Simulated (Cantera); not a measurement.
What does this Cantera script print?

```python
import numpy as np
import cantera as ct

gas = ct.Solution("gri30.yaml")
gas.TPX = 1150, 81000, {'H2': 0.84, 'O2': 1, 'N2': 1.4}
reactor = ct.IdealGasConstPressureReactor(gas, energy="off", clone=False)
net = ct.ReactorNet([reactor])
net.rtol, net.atol = 1e-08, 1e-18
show = ['H2', 'O2', 'OH', 'NO', 'H2O', 'H2O2']
times = np.geomspace(0.0008, 10, 10)

steps = ct.SolutionArray(gas, extra=["t"])
rows = []
print(f"{'t/s':>10s}{'T/K':>9s}{'P/Pa':>11s}" + "".join(f"{s:>11s}" for s in show))
for t in times:
    while net.time < t:
        t_next = net.step()
        steps.append(gas.state, t=t_next)
    rows.append([np.interp(t, steps.t, y) for y in (steps.T, steps.P, *steps(*show).X.T)])
    print(f"{t:10.3e}{rows[-1][0]:9.1f}{rows[-1][1]:11.4g}" + "".join(f"{x:11.3e}" for x in rows[-1][2:]))
rate = np.gradient(steps.T, steps.t)
print("integrator steps:", len(steps.t))
if steps.T.max() > steps.T[0] + 200:
    print(f"time of steepest temperature rise: {steps.t[rate.argmax()]:.4e} s")
gas.TPX = 1150, 81000, {'H2': 0.84, 'O2': 1, 'N2': 1.4}
gas.equilibrate("TP")
print(f"equilibrium (TP): T = {gas.T:.1f} K  " + "  ".join(f"{s} {gas[s].X[0]:.3e}" for s in show))
```

Result:

```
       t/s      T/K       P/Pa         H2         O2         OH         NO        H2O       H2O2
 8.000e-04   1150.0    8.1e+04  1.564e-03  2.062e-01  5.229e-05  1.403e-06  2.960e-01  9.611e-06
 2.282e-03   1150.0    8.1e+04  6.579e-04  2.059e-01  2.663e-05  1.144e-06  2.971e-01  3.044e-06
 6.509e-03   1150.0    8.1e+04  1.849e-04  2.057e-01  1.355e-05  9.368e-07  2.976e-01  4.170e-07
 1.857e-02   1150.0    8.1e+04  3.085e-05  2.057e-01  6.960e-06  9.251e-07  2.978e-01  3.143e-08
 5.296e-02   1150.0    8.1e+04  1.613e-06  2.057e-01  4.514e-06  1.286e-06  2.979e-01  5.500e-09
 1.511e-01   1150.0    8.1e+04  8.465e-09  2.057e-01  3.294e-06  1.671e-06  2.979e-01  2.723e-09
 4.309e-01   1150.0    8.1e+04  3.195e-09  2.057e-01  2.808e-06  1.741e-06  2.979e-01  2.002e-09
 1.229e+00   1150.0    8.1e+04  3.157e-09  2.057e-01  2.683e-06  1.739e-06  2.979e-01  1.837e-09
 3.506e+00   1150.0    8.1e+04  3.156e-09  2.057e-01  2.677e-06  1.739e-06  2.979e-01  1.830e-09
 1.000e+01   1150.0    8.1e+04  3.156e-09  2.057e-01  2.675e-06  1.739e-06  2.979e-01  1.827e-09
integrator steps: 1607
equilibrium (TP): T = 1150.0 K  H2 3.156e-09  O2 2.056e-01  OH 2.675e-06  NO 1.037e-04  H2O 2.979e-01  H2O2 1.826e-09
```

Model: GRI-Mech 3.0 (53 species, 325 reactions), integrated in Cantera. The temperature is held fixed by assumption; the heat of reaction is taken as removed at once.
